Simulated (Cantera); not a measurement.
Feed: 1 mol SiF4, 2.4 mol N2, at 1825 °C and 1.33 mbar.

Method: chemical equilibrium by Gibbs-energy minimisation in Cantera with the NASA 1993 tables (ideal gas, pure condensed phases). Candidate condensed phases: Si, Si3N4; 16 gas species. The tables' values for SiF3, SiF2 are old estimates; treat these amounts as uncertain. Rates play no part.

Base state: N2 0.702, SiF4 0.286, F 0.00609, SiF3 0.00602, SiF2 3.40e-5 (mole fractions); condensed: gas only.

Task: What changes in the equilibrium state with this change: pressure from 1.33 mbar to 6.90 mbar?

Result: 
```json
[
 {"species": "N2", "before": "0.702", "after": "0.704"},
 {"species": "SiF4", "before": "0.286", "after": "0.291"},
 {"species": "F", "before": "0.00609", "after": "0.00269"},
 {"species": "SiF3", "before": "0.00602", "after": "0.00268"},
 {"species": "SiF2", "before": "3.40e-5", "after": "6.61e-6"}
]
```
The tables' values for SiF3 are old estimates; treat these amounts as uncertain.
